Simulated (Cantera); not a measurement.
Charge: 1 mol MgO, 0.92 mol Br2, 1.7 mol N2, equilibrated at 1.20 bar.

Method: chemical equilibrium by Gibbs-energy minimisation in Cantera with the NASA 1993 tables (ideal gas, pure condensed phases). Candidate condensed phases: Br2, Mg, MgBr2, MgO; 17 gas species. Kinetics and transport are ignored. All values below are at 1077 °C.

Base state: N2 0.628, Br2 0.307, Br 0.0624, MgBr2 0.00182, O2 0.000895, NO 3.16e-5 (mole fractions); condensed: MgO(s).

Problem. What changes in the equilibrium state with this change: Br2 from 0.92 to 0.14 mol?

Solution. 
```json
[
 {"species": "N2", "before": "0.628", "after": "0.911"},
 {"species": "Br2", "before": "0.307", "after": "0.0605"},
 {"species": "Br", "before": "0.0624", "after": "0.0277"},
 {"species": "MgBr2", "before": "0.00182", "after": "0.000621"},
 {"species": "O2", "before": "0.000895", "after": "0.000299"},
 {"species": "NO", "before": "3.16e-5", "after": "2.20e-5"},
 {"species": "MgO(s), mol", "before": "0.995", "after": "0.999"}
]
```
